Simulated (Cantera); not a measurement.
Mixture: 7.09 % CH3OH, 17.7 % O2, 66.7 % N2, 8.51 % H2O, at 16.8 atm, adiabatic and at constant pressure. Ignition delay is the time to a rise of 400 K.

Model: GRI-Mech 3.0 (53 species, 325 reactions), integrated in Cantera. GRI-Mech 3.0 was tuned for natural gas; its chemistry of methanol as a main component is partial and can be far from experiment. The pressure lies above the range GRI-Mech 3.0 was tuned for (to about 10 atm). Where the delays flatten at high temperature, the 400 K rule measures the pace of heat release, not the induction time.

Problem. Predict: delay at 1275 K; delay at 1475 K; delay at 1675 K; delay at 1875 K; delay at 2075 K; apparent activation energy between 1975 and 2175 K.

Solution. 
* **delay at 1275 K**: 0.307 ms
* **delay at 1475 K**: 25.4 µs
* **delay at 1675 K**: 4.55 µs
* **delay at 1875 K**: 1.35 µs
* **delay at 2075 K**: 0.629 µs
* **apparent activation energy between 1975 and 2175 K**: 96 kJ/mol
